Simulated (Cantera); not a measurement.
A perfectly stirred reactor is fed with H₂ : O₂ : N₂ = 2.7 : 1 : 4.3 (molar parts), at 315 Torr; it is held at 1275 K, and followed from long to short residence time.

Model: GRI-Mech 3.0 (53 species, 325 reactions), integrated in Cantera. The temperature is held fixed by assumption; the heat of reaction is taken as removed at once.

Question: Predict: x(H₂) at τ = 3.70 s; x(O₂) at τ = 3.70 s; x(HO₂) at τ = 3.70 s; x(OH) at τ = 3.70 s; x(H₂) at τ = 0.120 s; x(O₂) at τ = 0.120 s; x(HO₂) at τ = 0.120 s; x(OH) at τ = 0.120 s.

Answer: 
| Item | Value |
|---|---|
| x(H₂) at τ = 3.70 s | 0.0997 |
| x(O₂) at τ = 3.70 s | 4.38e-5 |
| x(HO₂) at τ = 3.70 s | 2.97e-8 |
| x(OH) at τ = 3.70 s | 2.42e-5 |
| x(H₂) at τ = 0.120 s | 0.0984 |
| x(O₂) at τ = 0.120 s | 0.000255 |
| x(HO₂) at τ = 0.120 s | 1.73e-7 |
| x(OH) at τ = 0.120 s | 0.000135 |
